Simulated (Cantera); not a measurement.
A closed system holds: 1 mol Si, 1.1 mol HCl, 2.6 mol H2, at 227 °C and 1.00 bar.

These are equilibrium values from Cantera (NASA tables, ideal gas, pure condensed phases), not measurements of a reactor. Candidate condensed phases: Si; 19 gas species. Rates play no part.

Base state: H2 0.908, SiCl4 0.0496, SiHCl3 0.0413, SiH2Cl2 0.00118 (mole fractions); condensed: Si(s).

Problem. What changes in the equilibrium state with this change: temperature from 227 °C to 952 °C?

Solution. 
| species | before | after |
|---|---|---|
| H2 | 0.908 | 0.876 |
| HCl | 1.73e-6 | 0.0429 |
| SiCl4 | 0.0496 | 0.0416 |
| SiHCl3 | 0.0413 | 0.0265 |
| SiCl2 | <1e-9 | 0.00511 |
| SiCl3 | 1.87e-9 | 0.00518 |
| SiH3Cl | 5.81e-6 | 5.30e-5 |
| SiH2Cl2 | 0.00118 | 0.00226 |
| Si(s), mol | 0.688 | 0.722 |
The tables' values for SiCl3 are old estimates; treat these amounts as uncertain.
